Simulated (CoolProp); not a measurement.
Vapour-liquid equilibrium of CHF3 (R23) (1) + isobutane (2) at 241.2 K; x and y are mole fractions of (1).

Model: multi-fluid Helmholtz-energy mixture model, Penoncello 2003 and Bücker 2006; pair parameters Bell 2016, in CoolProp.

Q: Give the bubble pressure and the first vapour's composition at x = 0.25, 0.75, 0.85. Is there an azeotrope?

A: x = 0.25: 6.587 bar, y = 0.933; x = 0.75: 8.238 bar, y = 0.952; x = 0.85: 8.583 bar, y = 0.961. No azeotrope shows between x = 0.05 and 0.95.

The pair parameters rest on a limited set of measurements; away from them the model extrapolates. With so large a gap from Raoult's law the liquid may split in two, which this calculation doesn't test in full.
